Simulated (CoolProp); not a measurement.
Diethyl ether along the isobar 14.9 MPa: fugacity coefficient from the reference equation and from simpler models built on Tc = 467.9 K, pc = 3.717 MPa, ω = 0.282; each cubic takes its own stable root.

Computed with CoolProp (reference Helmholtz-energy equation of state, Thol 2014).

```csv
T (K),phase,reference
447.5,liquid,0.2050
460.1,liquid,0.2359
472.7,supercritical,0.2683
485.2,supercritical,0.3015
497.8,supercritical,0.3356
510.3,supercritical,0.3700
522.9,supercritical,0.4046
535.4,supercritical,0.4387
548,supercritical,0.4725
```

How far does each simpler model (van der Waals, Peng-Robinson) lie from the reference over these 9 states: mean and median of the absolute difference, and the worst?


- van der Waals: mean 16.7 %, median 13.4 %, worst +42.7 % at 447.5 K and 14.9 MPa
- Peng-Robinson: mean 0.2 %, median 0.1 %, worst -0.4 % at 447.5 K and 14.9 MPa
